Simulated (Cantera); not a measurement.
Input (Python, Cantera) and output of one run.

```python
import numpy as np
import cantera as ct

gas_names = [...]  # 116 gases of nasa_gas.yaml made of C, H, Mg, O
cond_names = """
    C(gr) C6H6(L) C7H8(L) C8H18(L),n-octa H2O(s) H2O(L) Mg(cr) Mg(L) MgCO3(s) MgO(s) MgO(L) MgO2H2(s)
""".split()


# ... load() reads the species with a 1 bar reference pressure and builds the phases ...
atoms = {
    'MgCO3': {'Mg': 1, 'C': 1, 'O': 3},
    'H2': {'H': 2},
    'CO2': {'C': 1, 'O': 2},
}
top_T = {'C(gr)': 4500}  # K; cautious upper limits of use, not melting points


# ... equilibrate(T, P, feed) seeds the gas with the atoms and calls Mixture.equilibrate('TP', solver="vcs", rtol=1e-11, max_steps=5000) ...
results = []
feed = {'MgCO3': 1, 'H2': 0.038, 'CO2': 0.085}  # mol
T = 900  # K
P = 5200  # Pa
mix = equilibrate(T, P, feed)
results.append((T, P, feed, dict(zip(mix.species_names, mix.species_moles))))
print(gas.report(threshold=1e-06))
for i in range(1, mix.n_phases):
    print(f"{mix.phase(i).name:16s} {mix.phase_moles(i):12.5e} mol")
```

It prints:

```
       temperature   900 K
          pressure   5200 Pa
           density   0.029595 kg/m^3
  mean mol. weight   42.588 kg/kmol
   phase of matter   gas

                          1 kg             1 kmol
                     ---------------   ---------------
          enthalpy       -8.2508e+06       -3.5139e+08  J
   internal energy       -8.4266e+06       -3.5887e+08  J
           entropy            6769.4         2.883e+05  J/K
    Gibbs function       -1.4343e+07       -6.1086e+08  J
 heat capacity c_p              1218             51870  J/K
 heat capacity c_v            1022.7             43556  J/K

                      mass frac. Y      mole frac. X     chem. pot. / RT
                     ---------------   ---------------   ---------------
                CO          0.020658           0.03141           -46.521
               CO2           0.96594           0.93475           -83.573
                H2        0.00011492         0.0024278           -26.227
               H2O          0.013287           0.03141           -63.279
     [ +112 minor]         1.023e-10        1.3948e-10

C(gr)             0.00000e+00 mol
Mg(cr)            0.00000e+00 mol
MgCO3(s)          0.00000e+00 mol
MgO(s)            1.00000e+00 mol
MgO2H2(s)         0.00000e+00 mol
```

Method: chemical equilibrium by Gibbs-energy minimisation in Cantera with the NASA 1993 tables (ideal gas, pure condensed phases).
